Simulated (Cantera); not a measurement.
Feed: 1 mol trisilylamine, 0.78 mol N₂, 23 mol H₂, 16 mol NH₃, at 0.0220 bar.

These are equilibrium values from Cantera (NASA tables, ideal gas, pure condensed phases), not measurements of a reactor. Candidate condensed phases: Si, Si₃N₄; 18 gas species. The feed counts by its element totals alone. Gases not in the tables: Si₂H₆ and higher silanes. Rates play no part.

x: gas mole fraction; n: condensed amount in mol.

```
T (K)   x H₂   x N₂       x H     x Si  n Si₃N₄(s)  n Si(l)
-----  -----  -----  --------  -------  ----------  -------
1600   0.876  0.124  0.000343  1.02e-6       1.000        0
1625   0.876  0.124       [?]      [?]       1.000        0
1650   0.876  0.124  0.000573  4.87e-6       1.000        0
1675   0.875  0.124  0.000732  1.03e-5       1.000        0
1700   0.875  0.124  0.000929  2.13e-5       0.999        0
1725   0.875  0.124   0.00117  4.30e-5       0.999        0
1750   0.846  0.153       [?]      [?]           0     2.99
1775   0.846  0.153   0.00179  9.98e-5           0     2.99
```

Question: What belongs in the gaps?

Answer: 
- 1625, x H: 0.000445
- 1625, x Si: 2.25e-6
- 1750, x H: 0.00144
- 1750, x Si: 6.82e-5
